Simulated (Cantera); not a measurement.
A freely propagating, adiabatic, planar premixed flame of H₂ : O₂ : N₂ = 1 : 0.794 : 3.73 (molar parts), unburnt at 525 K and 3750 Torr; multicomponent+Soret transport, grid criteria slope 0.08 and curve 0.16, no radiation.

Cantera simulation using the H2/O2 subset of GRI-Mech 3.0, which has no nitrogen chemistry; the numbers are that mechanism's predictions, not measurements. The hydrogen kinetics of GRI-Mech 3.0 are dated; newer H2 mechanisms differ, most at raised pressure. Burning velocities carry a grid error of a few per cent, more on coarse grids. Lean hydrogen flames are cellular in practice and burn faster than this planar one.

x: mole fraction of selected species; z is measured from the peak of heat release.

| z (mm) | T (K) | u (m/s) | x H₂ | x O₂ | x H₂O₂ | x H | x O | x HO₂ |
|---|---|---|---|---|---|---|---|---|
| -0.258 | 526 | 0.910 | 0.175 | 0.145 | 1.63e-7 | <1e-8 | <1e-8 | … |
| -0.172 | 528 | 0.904 | 0.165 | 0.146 | 1.08e-6 | <1e-8 | <1e-8 | … |
| -0.129 | 535 | 0.904 | 0.152 | 0.148 | 4.57e-6 | <1e-8 | <1e-8 | … |
| -0.0859 | 568 | 0.935 | 0.126 | 0.151 | 2.50e-5 | <1e-8 | 4.26e-8 | … |
| -0.0429 | 781 | 1.24 | 0.0813 | 0.145 | 0.000139 | 1.22e-5 | 9.17e-6 | … |
| -0.0215 | 1065 | 1.68 | 0.0548 | 0.126 | 0.000130 | 0.000361 | 0.000195 | … |
| 0 | 1366 | 2.16 | 0.0293 | 0.0992 | 2.09e-5 | 0.00157 | 0.00112 | … |
| 0.0215 | 1564 | 2.47 | 0.0131 | 0.0795 | 4.50e-6 | 0.00208 | 0.00197 | … |
| 0.0429 | 1670 | 2.64 | 0.00613 | 0.0706 | 2.82e-6 | 0.00157 | 0.00196 | … |
| 0.0859 | 1759 | 2.78 | 0.00213 | 0.0660 | 1.58e-6 | 0.000571 | 0.00114 | … |
| 0.172 | 1802 | 2.84 | 0.000609 | 0.0651 | 7.49e-7 | 9.63e-5 | 0.000365 | … |
| 0.343 | 1816 | 2.86 | 0.000139 | 0.0652 | 3.06e-7 | 1.14e-5 | 9.08e-5 | … |
| 0.687 | 1820 | 2.87 | 4.18e-5 | 0.0653 | 1.49e-7 | 2.18e-6 | 3.09e-5 | … |

### Question
Some entries are withheld; supply them.

### Answer

- -0.258, x HO₂: 2.39e-7
- -0.172, x HO₂: 1.59e-6
- -0.129, x HO₂: 6.86e-6
- -0.0859, x HO₂: 4.14e-5
- -0.0429, x HO₂: 0.000425
- -0.0215, x HO₂: 0.000487
- 0, x HO₂: 0.000280
- 0.0215, x HO₂: 0.000159
- 0.0429, x HO₂: 9.88e-5
- 0.0859, x HO₂: 4.58e-5
- 0.172, x HO₂: 1.48e-5
- 0.343, x HO₂: 3.89e-6
- 0.687, x HO₂: 1.56e-6
